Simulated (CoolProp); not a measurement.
A single-stage vapour-compression cycle with hydrogen chloride: evaporating at 217.15 K (dew point), condensing at 261.15 K (bubble point), superheat 2 K, subcooling 0 K, compressor efficiency 0.65, no pressure losses. Each further row changes one setting.

The numbers come from the reference Helmholtz-energy equation of state, Thol 2018 in CoolProp.

| case | cooling COP | pressure ratio | discharge temperature (K) | refrigerating effect (kJ/kg) | volumetric capacity (kJ/m³) |
|---|---|---|---|---|---|
| as stated | 2.49 | 4.52 | 387.2 | 333 | 2970 |
| evaporating temperature 222.15 K | 2.96 | 3.69 | 366.4 | 335 | 3620 |
| condensing temperature 256.15 K | 2.90 | ? | ? | 342 | 3060 |
| subcooling 5 K | 2.56 | 4.52 | 387.2 | 342 | 3060 |
| superheat 12 K | ? | 4.52 | 407.4 | 343 | 2890 |
| compressor efficiency 0.55 | ? | 4.52 | ? | 333 | 2970 |

### Question
Complete the blanks.

### Answer

- condensing temperature 256.15 K, pressure ratio: 3.91
- condensing temperature 256.15 K, discharge temperature (K): 367.3
- superheat 12 K, cooling COP: 2.42
- compressor efficiency 0.55, cooling COP: 2.11
- compressor efficiency 0.55, discharge temperature (K): 415.3
